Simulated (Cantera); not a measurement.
Input: 1 mol SF6, 0.78 mol SO2, held at 2675 °C and 0.0450 bar.

Cantera equilibrium calculation (NASA polynomials, part measured and part estimated; ideal gas, pure solids and liquids). Candidate condensed phases: S; 25 gas species. Equilibrium is a limit: real reactors are often held back by kinetics, nucleation or transport.

Base state: F 0.748, SO 0.101, S 0.0774, O 0.0294, SO2 0.0282, S2 0.00574, SF 0.00495, O2 0.00438 (mole fractions); condensed: gas only.

What changes in the equilibrium state with this change: temperature from 2675 °C to 3300 °C?


```csv
species,before,after
F,0.748,0.660
S,0.0774,0.169
O,0.0294,0.142
SO2,0.0282,0.000580
SO,0.101,0.0233
SF2,0.000131,1.02e-6
S2O,6.68e-5,2.80e-6
SF,0.00495,0.000739
```

What changes in the equilibrium state with this change: SO2 from 0.78 to 0.073 mol?


```
species   before     after
-------  -------  --------
F          0.748     0.853
S         0.0774     0.107
SO         0.101    0.0163
SO2       0.0282  0.000530
O         0.0294   0.00343
S2       0.00574    0.0110
O2       0.00438   5.94e-5
S2O      6.68e-5   1.49e-5
```
